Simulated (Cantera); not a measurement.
What does this Cantera script print?

```python
import numpy as np
import cantera as ct

gas = ct.Solution("gri30.yaml")
gas.TPX = 400, 110000, {'CH3OH': 1, 'O2': 0.938, 'N2': 3.52, 'CO2': 0.3}
inlet = ct.Reservoir(gas, clone=True)
gas.equilibrate("HP")  # start burning
reactor = ct.IdealGasConstPressureReactor(gas, energy="on", clone=False)
exhaust = ct.Reservoir(gas, clone=True)
tau = [0.075, 0.038, 0.019, 0.0099, 0.0051, 0.0026, 0.0013, 0.00067, 0.00034, 0.00017, 8.9e-05, 4.6e-05][0]
for a, b in ((inlet, reactor), (reactor, exhaust)):
    ct.MassFlowController(a, b, mdot=lambda t: reactor.mass / tau)
net = ct.ReactorNet([reactor])
show = ['CH3OH', 'O2', 'CO2', 'NO2', 'OH', 'NO', 'C2H6']

rows = []
print(f"{'tau/s':>10s}{'T/K':>9s}" + "".join(f"{s:>11s}" for s in show))
for tau in [0.075, 0.038, 0.019, 0.0099, 0.0051, 0.0026, 0.0013, 0.00067, 0.00034, 0.00017, 8.9e-05, 4.6e-05]:
    net.initial_time = 0.0
    net.advance(30 * tau)
    before = gas.X
    net.advance(40 * tau)
    drift = np.max(np.abs(gas.X - before) / (gas.X + 1e-9))
    rows.append([gas.T, *gas[show].X, drift])
    print(f"{tau:10.3e}{gas.T:9.1f}" + "".join(f"{x:11.3e}" for x in gas[show].X))
```

It prints:

```
     tau/s      T/K      CH3OH         O2        CO2        NO2         OH         NO       C2H6
 7.500e-02   1860.6  2.729e-06  9.313e-05  8.957e-02  1.290e-10  5.960e-04  2.668e-05  6.043e-11
 3.800e-02   1854.7  4.112e-06  1.460e-04  8.966e-02  1.942e-10  7.767e-04  3.352e-05  1.293e-10
 1.900e-02   1847.1  6.374e-06  2.319e-04  8.975e-02  2.815e-10  9.942e-04  4.018e-05  2.986e-10
 9.900e-03   1838.4  9.866e-06  3.593e-04  8.982e-02  3.758e-10  1.221e-03  4.485e-05  6.950e-10
 5.100e-03   1828.1  1.587e-05  5.625e-04  8.981e-02  4.713e-10  1.456e-03  4.695e-05  1.755e-09
 2.600e-03   1816.1  2.677e-05  8.958e-04  8.963e-02  5.540e-10  1.673e-03  4.580e-05  4.883e-09
 1.300e-03   1802.1  4.825e-05  1.485e-03  8.909e-02  6.168e-10  1.836e-03  4.109e-05  1.547e-08
 6.700e-04   1785.2  9.026e-05  2.529e-03  8.785e-02  6.678e-10  1.890e-03  3.344e-05  5.233e-08
 3.400e-04   1757.8  1.901e-04  4.786e-03  8.501e-02  7.706e-10  1.768e-03  2.261e-05  2.176e-07
 1.700e-04   1665.7  6.866e-04  1.363e-02  7.538e-02  1.307e-09  1.011e-03  5.722e-06  2.103e-06
 8.900e-05    400.0  1.737e-01  1.629e-01  5.210e-02  4.120e-20 -7.560e-32  9.418e-21  6.533e-20
 4.600e-05    400.0  1.737e-01  1.629e-01  5.210e-02  1.642e-23 -1.207e-34  3.753e-24  2.604e-23
```

Model: GRI-Mech 3.0 (53 species, 325 reactions), integrated in Cantera. GRI-Mech 3.0 was tuned for natural gas; its chemistry of methanol as a main component is partial and can be far from experiment.
